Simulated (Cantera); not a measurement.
A perfectly stirred reactor is fed with H₂ : O₂ : N₂ = 0.032 : 1 : 3.6 (molar parts), equivalence ratio 0.016, at 24.8 Torr; it is held at 1248 K, and followed from long to short residence time.

Model: the H2/O2 subset of GRI-Mech 3.0, which has no nitrogen chemistry, integrated in Cantera. Radical loss at walls, strong at low pressure, is not modelled.

What does this change do: temperature 1248 to 975 K?


```csv
quantity,before,after
x(H₂) at τ = 0.470 s,4.95e-5,0.000248
x(O₂) at τ = 0.470 s,0.212,0.213
x(HO₂) at τ = 0.470 s,5.41e-7,1.58e-6
x(OH) at τ = 0.470 s,0.000284,8.47e-5
x(H₂O₂) at τ = 0.470 s,1.90e-8,5.32e-8
x(H₂) at τ = 33.0 ms,0.000238,0.00105
x(O₂) at τ = 33.0 ms,0.211,0.213
x(HO₂) at τ = 33.0 ms,9.64e-7,2.92e-6
x(OH) at τ = 33.0 ms,0.000579,0.000249
x(H₂O₂) at τ = 33.0 ms,3.21e-8,1.03e-7
```
